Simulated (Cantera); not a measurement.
Feed: 1 mol Si, 1.6 mol HBr, 8.4 mol H2, at 1223.15 K and 3.70e-5 bar.

Cantera equilibrium calculation (NASA polynomials, part measured and part estimated; ideal gas, pure solids and liquids). Candidate condensed phases: Br2, Si; 19 gas species. The tables' values for SiBr3 are old estimates; treat these amounts as uncertain. Equilibrium is a limit: real reactors are often held back by kinetics, nucleation or transport.

Base state: H2 0.864, HBr 0.110, SiBr2 0.0239, Br 0.00212, SiBr3 6.21e-5, H 4.61e-5 (mole fractions); condensed: Si(s).

What changes in the equilibrium state with this change: temperature from 1223.15 K to 698 K?


```tsv
species	before	after
H2	0.864	0.953
SiBr4	9.76e-6	0.0393
HBr	0.110	0.00767
SiBr2	0.0239	2.16e-5
Br	0.00212	1.89e-9
H	4.61e-5	<1e-9
SiHBr3	1.43e-6	0.000510
SiBr3	6.21e-5	1.11e-5
Si(s), mol	0.760	0.617
```

What changes in the equilibrium state with this change: temperature from 1223.15 K to 875 K?


| species | before | after |
|---|---|---|
| H2 | 0.864 | 0.910 |
| HBr | 0.110 | 0.0634 |
| SiBr4 | 9.76e-6 | 0.0229 |
| SiBr2 | 0.0239 | 0.00329 |
| H | 4.61e-5 | 7.86e-9 |
| Br | 0.00212 | 3.10e-6 |
| SiHBr3 | 1.43e-6 | 0.000404 |
| Si(s), mol | 0.760 | 0.737 |
